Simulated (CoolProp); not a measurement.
Vapour pressure (kPa) of hexamethyldisiloxane (MM): the reference equation beside estimates from Tc = 518.7 K, pc = 1931 kPa, ω = 0.418. Clausius-Clapeyron is anchored at 361.5 K with a constant enthalpy of vaporisation of 32.31 kJ/mol.

The numbers come from the reference Helmholtz-energy equation of state, Thol 2016 in CoolProp.

| T (K) | reference | Lee-Kesler | Clausius-Clapeyron | van der Waals | Soave-Redlich-Kwong | Peng-Robinson |
|---|---|---|---|---|---|---|
| 361.5 | 70.18 | 70.15 | 70.18 | 378.5 | 70.10 | 70.31 |
| 372.6 | 98.25 | 98.52 | … | 441.1 | 98.46 | 98.32 |
| 383.7 | 134.4 | 135.1 | 130.7 | 510.1 | 135.1 | 134.4 |
| 394.9 | 180.5 | 181.8 | 174.2 | 586.3 | 182.1 | … |
| 406 | … | 239.3 | … | 668.7 | 240.2 | 237.8 |
| 417.1 | 306.7 | 309.7 | 294.1 | 758.1 | 311.6 | 308.0 |
| 428.3 | 391.4 | 395.5 | 375.3 | 855.6 | 398.9 | 393.9 |
| 439.4 | 491.8 | 497.1 | 471.9 | 959.7 | 502.6 | 496.1 |
| 450.5 | 610.7 | 617.2 | 586.8 | 1071 | 625.4 | 617.4 |
| 461.7 | 751.8 | 759.4 | 723.4 | 1192 | 770.8 | 761.4 |
| 472.8 | 915.1 | 924.0 | 881.5 | 1319 | 938.4 | 928.1 |
| 483.9 | 1105 | 1115 | 1064 | 1454 | 1132 | 1121 |

Question: What belongs in the gaps?

Answer: 
- 372.6, Clausius-Clapeyron: 96.67
- 394.9, Peng-Robinson: 180.7
- 406, reference: 237.2
- 406, Clausius-Clapeyron: 228.0

Absolute difference from the reference over all 12 rows, mean and median: Lee-Kesler 0.8 and 0.9 %, Clausius-Clapeyron 3.3 and 3.7 %, van der Waals 170.4 and 132.9 %, Soave-Redlich-Kwong 1.6 and 1.8 %, Peng-Robinson 0.6 and 0.5 %.
